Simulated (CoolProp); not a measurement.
Vapour-liquid equilibrium of p-xylene (1) + n-nonane (2) at 74.55 °C; x and y are mole fractions of (1).

Computed with CoolProp (multi-fluid Helmholtz-energy mixture model, Zhou 2012 and Lemmon 2006; pair parameters Bell 2016).

```csv
x,bubble pressure (MPa),y at the bubble point,dew pressure at overall composition x (MPa),liquid density (mol/L)
0.05,?,0.086,0.007885,?
0.2,0.008863,?,?,5.621
0.35,0.009627,0.470,0.009081,5.924
0.5,0.01034,0.616,0.009768,6.258
0.65,0.01104,0.745,0.01052,6.627
0.8,0.01172,0.862,0.01135,7.037
0.95,?,?,0.01229,7.494
```

**Question.** Complete the blanks.

**Answer.** 
- 0.05, bubble pressure (MPa): 0.008016
- 0.05, liquid density (mol/L): 5.345
- 0.2, y at the bubble point: 0.299
- 0.2, dew pressure at overall composition x (MPa): 0.008455
- 0.95, bubble pressure (MPa): 0.01241
- 0.95, y at the bubble point: 0.967

No azeotrope shows between x = 0.05 and 0.95.

Pair parameters are fitted to limited data, so mixtures are less certain than the pure fluids.
